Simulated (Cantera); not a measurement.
Charge: 1 mol Si, 9.6 mol H2, 0.56 mol Cl2, held at 100000 Pa.

Cantera equilibrium calculation (NASA polynomials, part measured and part estimated; ideal gas, pure solids and liquids). Candidate condensed phases: Si; 19 gas species. The numbers say what is thermodynamically allowed, not how fast it happens.

### Question
What share of the Si ends up in condensed phases as a function of T (°C), at 250, 350, 450, 550, 650, 750, 850, 950, 1050, 1150, 1250, 1350?

### Answer
```
T (°C)  Si condensed (%)     as
------  ----------------  -----
250                 67.4  Si(s)
350                 67.4  Si(s)
450                 67.5  Si(s)
550                 67.9  Si(s)
650                 68.6  Si(s)
750                 70.0  Si(s)
850                 72.2  Si(s)
950                 75.0  Si(s)
1050                77.6  Si(s)
1150                79.1  Si(s)
1250                79.6  Si(s)
1350                79.6  Si(s)
```
